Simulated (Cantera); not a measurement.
## Adiabatic ignition

An adiabatic, constant-volume homogeneous reactor starts with H2 : O2 : N2 = 1 : 0.847 : 3.19 (molar parts), equivalence ratio 0.59, at 975 K and 440000 Pa.

Computed with Cantera and GRI-Mech 3.0 (53 species, 325 reactions). The hydrogen kinetics of GRI-Mech 3.0 are dated; newer H2 mechanisms differ, most at raised pressure.

| t (s) | T (K) | P (bar) | x H2 | x O2 | x HO2 | x H | x N2O |
|---|---|---|---|---|---|---|---|
| 1.00e-6 | 975 | 4.40 | 0.199 | 0.168 | 8.92e-11 | 2.05e-11 | <1e-12 |
| 3.22e-6 | 975 | 4.40 | 0.199 | 0.168 | 3.53e-10 | 2.65e-11 | <1e-12 |
| 1.04e-5 | 975 | 4.40 | 0.199 | 0.168 | 1.25e-9 | 2.73e-11 | <1e-12 |
| 3.34e-5 | 975 | 4.40 | 0.199 | 0.168 | 4.15e-9 | 2.81e-11 | <1e-12 |
| 0.000107 | 975 | 4.40 | 0.199 | 0.168 | 1.36e-8 | 3.05e-11 | <1e-12 |
| 0.000346 | 975 | 4.40 | 0.199 | 0.168 | 4.51e-8 | 3.93e-11 | <1e-12 |
| 0.00111 | 975 | 4.40 | 0.199 | 0.168 | 1.64e-7 | 7.83e-11 | <1e-12 |
| 0.00359 | 975 | 4.40 | 0.199 | 0.168 | 9.87e-7 | 4.15e-10 | <1e-12 |
| 0.0116 | 976 | 4.40 | 0.198 | 0.168 | 1.25e-5 | 1.06e-8 | 2.54e-11 |
| 0.0372 | 2604 | 10.6 | 0.00243 | 0.0662 | 2.04e-5 | 0.000594 | 2.46e-6 |
| 0.120 | 2604 | 10.6 | 0.00243 | 0.0662 | 2.04e-5 | 0.000594 | 2.46e-6 |
| 0.386 | 2604 | 10.6 | 0.00243 | 0.0662 | 2.04e-5 | 0.000594 | 2.46e-6 |
| 1.24 | 2604 | 10.6 | 0.00243 | 0.0662 | 2.04e-5 | 0.000594 | 2.46e-6 |
| 4.00 | 2604 | 10.6 | 0.00243 | 0.0662 | 2.04e-5 | 0.000594 | 2.46e-6 |
x: mole fraction; the columns are a selection and need not sum to one.

| Property | Value |
|---|---|
| time of steepest temperature rise | 26.1 ms |
| temperature at 4.00 s | 2604 K |
| equilibrium temperature | 2604 K |
| x(H2) at 4.00 s | 0.00243 (gas-phase equilibrium 0.00243) |
| x(O2) at 4.00 s | 0.0662 (gas-phase equilibrium 0.0662) |
| x(HO2) at 4.00 s | 2.04e-5 (gas-phase equilibrium 2.04e-5) |
